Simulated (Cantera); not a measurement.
Charge: 1 mol SiH4, 15 mol N2, at 2000 K and 11.0 Pa.

These are equilibrium values from Cantera (NASA tables, ideal gas, pure condensed phases), not measurements of a reactor. Candidate condensed phases: Si, Si3N4; 18 gas species. The tables' values for SiN are old estimates; treat these amounts as uncertain. Equilibrium is a limit: real reactors are often held back by kinetics, nucleation or transport.

Base state: N2 0.815, H2 0.0858, Si 0.0539, H 0.0454, SiN 0.000133, SiH 0.000112, Si2 7.60e-5, Si2N 2.37e-5 (mole fractions); condensed: gas only.

**Question.** What changes in the equilibrium state with this change: SiH4 replaced by SiCl4?

**Answer.** 
```json
[
 {"species": "N2", "before": "0.815", "after": "0.821"},
 {"species": "Cl", "before": "0", "after": "0.125"},
 {"species": "SiCl2", "before": "0", "after": "0.0459"},
 {"species": "H2", "before": "0.0858", "after": "0"},
 {"species": "Si", "before": "0.0539", "after": "0.00652"},
 {"species": "H", "before": "0.0454", "after": "0"},
 {"species": "SiCl", "before": "0", "after": "0.00219"},
 {"species": "SiCl3", "before": "0", "after": "0.000119"},
 {"species": "SiH", "before": "0.000112", "after": "0"},
 {"species": "Si2", "before": "7.60e-5", "after": "1.11e-6"},
 {"species": "Si2N", "before": "2.37e-5", "after": "3.48e-7"}
]
```
The tables' values for SiCl, SiCl3, SiN are old estimates; treat these amounts as uncertain.

**Question.** What changes in the equilibrium state with this change: pressure from 11.0 Pa to 1330 Pa?

**Answer.** 
| species | before | after |
|---|---|---|
| N2 | 0.815 | 0.877 |
| H2 | 0.0858 | 0.115 |
| H | 0.0454 | 0.00477 |
| Si | 0.0539 | 0.00327 |
| SiH2 | 1.24e-6 | 1.22e-5 |
| Si2N | 2.37e-5 | 0.000121 |
| Si2 | 7.60e-5 | 3.39e-5 |
| SiN | 0.000133 | 9.19e-5 |
| Si(l), mol | 0 | 0.935 |
Gases not in the tables: Si2H6 and higher silanes.
